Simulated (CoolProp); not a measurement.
Vapour-liquid equilibrium of carbon dioxide (1) + R123 (2) at 246.3 K; x and y are mole fractions of (1).

Model: multi-fluid Helmholtz-energy mixture model, Span 1996 and Younglove 1994; pair parameters Bell 2016, in CoolProp.

| x | bubble pressure, mixture model (MPa) | bubble pressure, Raoult's law (MPa) | y, mixture model | y, Raoult's law |
|---|---|---|---|---|
| 0.05 | 0.06678 | 0.08697 | 0.881 | 0.911 |
| 0.125 | 0.1508 | 0.2052 | 0.949 | 0.965 |
| 0.2 | 0.2346 | 0.3235 | 0.969 | 0.980 |
| 0.275 | 0.3221 | 0.4417 | 0.979 | 0.987 |
| 0.35 | 0.4162 | 0.5600 | 0.985 | 0.991 |
| 0.425 | 0.5191 | 0.6782 | 0.989 | 0.993 |
| 0.5 | 0.6322 | 0.7965 | 0.992 | 0.995 |
| 0.575 | 0.7561 | 0.9147 | 0.994 | 0.996 |
| 0.65 | 0.8902 | 1.033 | 0.996 | 0.997 |
| 0.725 | 1.033 | 1.151 | 0.997 | 0.998 |
| 0.8 | 1.182 | 1.269 | 0.998 | 0.999 |
| 0.875 | 1.334 | 1.388 | 0.999 | 0.999 |
| 0.95 | 1.485 | 1.506 | 1.000 | 1.000 |

The largest gap from Raoult's law is -27.5 % in bubble pressure, at x = 0.2. No azeotrope shows between x = 0.05 and 0.95.

The pair parameters rest on a limited set of measurements; away from them the model extrapolates.
